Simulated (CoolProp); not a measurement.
Vapour-liquid equilibrium of R125 (1) + R245fa (2) at 1.77 bar; x and y are mole fractions of (1).

Model: multi-fluid Helmholtz-energy mixture model, Lemmon 2005 and Akasaka 2015; pair parameters Bell 2016, in CoolProp.

Question: Give the bubble temperature and the first vapour's composition at x = 0.05, 0.275, 0.725. Is there an azeotrope?

Answer: x = 0.05: 19.6 °C, y = 0.335; x = 0.275: -7.7 °C, y = 0.834; x = 0.725: -28.8 °C, y = 0.977. No azeotrope shows between x = 0.05 and 0.95.

Pair parameters are fitted to limited data, so mixtures are less certain than the pure fluids.
